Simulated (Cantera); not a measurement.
A closed system holds: 1 mol SiH4, a varied amount of H2, equilibrated at 2600 Pa.

Cantera equilibrium calculation (NASA polynomials, part measured and part estimated; ideal gas, pure solids and liquids). Candidate condensed phases: Si; 9 gas species. Kinetics and transport are ignored.

Stable condensed phases, one row left out:

```
T in °C \ n(H2) in mol
          180  270  370  460  550  650  740  840  930 1000
   1852     A    A    A    A    A    A    A    A    A    A
   1777     B    B    A    A    A    A    A    A    A    A
   1627     B    B    B    B    B    B    B    B    B    B
   1552     B    B    B    B    B    B    B    B    B    B
   1477     B    B    B    B    B    B    B    B    B    B
   1402     B    B    B    B    B    B    B    B    B    B
   1327     B    B    B    B    B    B    B    B    B    B
   1252     B    B    B    B    B    B    B    B    B    B
   1177     B    B    B    B    B    B    B    B    B    B
   1102     B    B    B    B    B    B    B    B    B    B
   1027     B    B    B    B    B    B    B    B    B    B
    952     B    B    B    B    B    B    B    B    B    B
```

A: gas only; B: Si.

Question: Give the row for 1702 °C.

Answer: 180: Si; 270: Si; 370: Si; 460: Si; 550: Si; 650: Si; 740: gas only; 840: gas only; 930: gas only; 1000: gas only.
